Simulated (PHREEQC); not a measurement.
A solution holds 0.04 mol MgSO4, 0.00026 mol H3BO3 and 0.014 mol MgCl2 per kg of water, at 25 °C. Closed to the air; pH follows from the charge balance.

Equilibrium calculation in PHREEQC: ion-association model, phreeqc.dat.

Precipitation was switched off in this run.

Task: What pH, ionic strength does the model give?

Result: pH 6.44; ionic strength 0.120 mol/kgw.

Task: In which forms is Mg present?

Result: Mg+2 62 %, MgSO4 38 % of the Mg.
